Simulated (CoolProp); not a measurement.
Vapour-liquid equilibrium of CHF3 (R23) (1) + R143a (2) at -10.15 °C; x and y are mole fractions of (1).

The numbers come from the multi-fluid Helmholtz-energy mixture model, Penoncello 2003 and Lemmon and Jacobsen 2000; pair parameters Bell 2016 in CoolProp.

```json
[
 {"x": "0.05", "bubble pressure, mixture model (bar)": "(withheld)", "bubble pressure, Raoult's law (bar)": "5.175", "y, mixture model": "0.138", "y, Raoult's law": "0.181"},
 {"x": "0.15", "bubble pressure, mixture model (bar)": "6.188", "bubble pressure, Raoult's law (bar)": "6.606", "y, mixture model": "(withheld)", "y, Raoult's law": "0.426"},
 {"x": "0.25", "bubble pressure, mixture model (bar)": "7.506", "bubble pressure, Raoult's law (bar)": "8.038", "y, mixture model": "0.518", "y, Raoult's law": "0.584"},
 {"x": "0.35", "bubble pressure, mixture model (bar)": "8.908", "bubble pressure, Raoult's law (bar)": "9.469", "y, mixture model": "0.636", "y, Raoult's law": "0.694"},
 {"x": "0.45", "bubble pressure, mixture model (bar)": "(withheld)", "bubble pressure, Raoult's law (bar)": "10.90", "y, mixture model": "0.725", "y, Raoult's law": "0.775"},
 {"x": "0.55", "bubble pressure, mixture model (bar)": "11.83", "bubble pressure, Raoult's law (bar)": "12.33", "y, mixture model": "0.794", "y, Raoult's law": "0.837"},
 {"x": "0.65", "bubble pressure, mixture model (bar)": "(withheld)", "bubble pressure, Raoult's law (bar)": "13.76", "y, mixture model": "0.850", "y, Raoult's law": "0.887"},
 {"x": "0.75", "bubble pressure, mixture model (bar)": "14.81", "bubble pressure, Raoult's law (bar)": "15.19", "y, mixture model": "0.897", "y, Raoult's law": "0.927"},
 {"x": "0.85", "bubble pressure, mixture model (bar)": "16.34", "bubble pressure, Raoult's law (bar)": "16.62", "y, mixture model": "0.940", "y, Raoult's law": "0.960"},
 {"x": "0.95", "bubble pressure, mixture model (bar)": "(withheld)", "bubble pressure, Raoult's law (bar)": "18.06", "y, mixture model": "0.980", "y, Raoult's law": "0.988"}
]
```

**Question.** Complete the blanks.

**Answer.** 
- 0.05, bubble pressure, mixture model (bar): 4.995
- 0.15, y, mixture model: 0.357
- 0.45, bubble pressure, mixture model (bar): 10.36
- 0.65, bubble pressure, mixture model (bar): 13.31
- 0.95, bubble pressure, mixture model (bar): 17.94

The largest gap from Raoult's law is -6.6 % in bubble pressure, at x = 0.25. No azeotrope shows between x = 0.05 and 0.95.

Pair parameters are fitted to limited data, so mixtures are less certain than the pure fluids.
